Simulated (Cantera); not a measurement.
Charge: 1 mol C2H2, 0.32 mol H2O, 1.1 mol H2, held at 1273.15 K and 7.50 Torr.

Equilibrium computed with Cantera from the NASA thermochemical tables; the gas is ideal and each condensed phase is pure. Candidate condensed phases: C, C6H6, C7H8, C8H18, H2O; 110 gas species. The numbers say what is thermodynamically allowed, not how fast it happens.

Base state: H2 0.883, CO 0.117, CH4 7.32e-5, H2O 1.23e-5 (mole fractions); condensed: C(graphite).

**Question.** What changes in the equilibrium state with this change: 0.2 mol O2 added?

**Answer.** 
```json
[
 {"species": "H2", "before": "0.883", "after": "0.771"},
 {"species": "CO", "before": "0.117", "after": "0.229"},
 {"species": "CH4", "before": "7.32e-5", "after": "5.57e-5"},
 {"species": "H2O", "before": "1.23e-5", "after": "2.10e-5"},
 {"species": "C(graphite), mol", "before": "1.68", "after": "1.28"}
]
```
